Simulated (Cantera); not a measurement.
A Cantera script and what it prints.

```python
import numpy as np
import cantera as ct

gas_names = [...]  # 110 gases of nasa_gas.yaml made of C, H, O
cond_names = """
    C(gr) C6H6(L) C7H8(L) C8H18(L),n-octa H2O(s) H2O(L)
""".split()


# ... load() reads the species with a 1 bar reference pressure and builds the phases ...
atoms = {
    'acetone': {'C': 3, 'H': 6, 'O': 1},
    'O2': {'O': 2},
}
top_T = {'C(gr)': 4500}  # K; cautious upper limits of use, not melting points


# ... equilibrate(T, P, feed) seeds the gas with the atoms and calls Mixture.equilibrate('TP', solver="vcs", rtol=1e-11, max_steps=5000) ...
results = []
feed = {'acetone': 1, 'O2': 0.2}  # mol
T = 1600  # K
for P in [10, 46, 220, 1000, 4600, 22000, 100000, 460000, 2200000, 10000000]:
    mix = equilibrate(T, P, feed)
    results.append((T, P, feed, dict(zip(mix.species_names, mix.species_moles))))

top = {s: max(r[3][s] / sum(r[3][g] for g in gas_names) for r in results) for s in gas_names}
cols = sorted((s for s in top if top[s] > 1e-06), key=lambda s: -top[s])[:7]
seen = [c for c in cond_names if any(r[3].get(c, 0) > 1e-12 for r in results)]
print("log10 of partial pressures in bar; condensed amounts in mol")
print(f"{'P/Pa':>10s}" + "".join(f"{s[:9]:>10s}" for s in cols + seen))
for T, P, feed, n in results:
    ng = sum(n[g] for g in gas_names)
    print(f"{P:10.4g}" + "".join(f"{np.log10(max(n[s] / ng * P / 1e5, 1e-99)):10.3f}" for s in cols)
          + "".join(f"{n.get(c, 0):10.4g}" for c in seen))
```

Result:

```
log10 of partial pressures in bar; condensed amounts in mol
      P/Pa        H2        CO       CH4       H2O         H       CO2      C2H4     C(gr)
        10    -4.169    -4.498   -11.125   -11.726    -6.349   -12.533   -13.851       1.6
        46    -3.505    -3.835    -9.797   -10.398    -6.017   -11.206   -12.523       1.6
       220    -2.824    -3.155    -8.436    -9.038    -5.677    -9.847   -11.162       1.6
      1000    -2.167    -2.497    -7.120    -7.722    -5.348    -8.531    -9.847       1.6
      4600    -1.504    -1.835    -5.795    -6.397    -5.017    -7.206    -8.521       1.6
   2.2e+04    -0.824    -1.155    -4.435    -5.037    -4.677    -5.846    -7.162     1.599
     1e+05    -0.167    -0.497    -3.121    -3.723    -4.348    -4.531    -5.848     1.597
   4.6e+05     0.493     0.166    -1.800    -2.399    -4.018    -3.205    -4.527     1.589
   2.2e+06     1.162     0.847    -0.463    -1.050    -3.684    -1.843    -3.189     1.552
     1e+07     1.779     1.506     0.770     0.226    -3.375    -0.525    -1.956     1.439
```

Method: chemical equilibrium by Gibbs-energy minimisation in Cantera with the NASA 1993 tables (ideal gas, pure condensed phases). The feed counts by its element totals alone. The ideal-gas law is rough above about 30 bar.
